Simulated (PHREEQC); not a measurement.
# Copper plating or etch bath (model solution)

Solution (25 °C): 0.039 mol CuSO4 and 0.0054 mol FeCl3 per kg of water. Closed to the air; pH follows from the charge balance.

Equilibrium calculation in PHREEQC: ion-association model, phreeqc.dat.

```yaml
pH: 3.15
ionic_strength: 0.103 mol/kgw
density: 1.004 g/cm³
total_alkalinity: -10.8 meq/kg
```

```tsv
species	molality	activity	log γ
Cu+2	0.0244	0.00970	-0.401
SO4-2	0.0198	0.00731	-0.433
Cl-	0.0158	0.0120	-0.117
CuSO4	0.0141	0.0145	0.010
FeSO4+	0.00332	0.00260	-0.107
H+	0.000862	0.000711	-0.084
FeOH+2	0.000789	0.000294	-0.429
HSO4-	0.000648	0.000505	-0.108
Fe(SO4)2-	0.000532	0.000415	-0.108
CuCl+	0.000410	0.000314	-0.115
Fe+3	0.000185	3.24e-5	-0.757
Fe(OH)2+	0.000174	0.000137	-0.104
Fe2(OH)2+4	0.000125	2.32e-6	-1.732
Fe3(OH)4+5	3.38e-5	6.64e-8	-2.706
FeCl+2	3.16e-5	1.18e-5	-0.429
```

This is a speciation only: nothing precipitates in the calculation. Saturation is exceeded, for instance for Fe(OH)3(a), Hematite (slow to form); the values hold only as long as no solid forms.
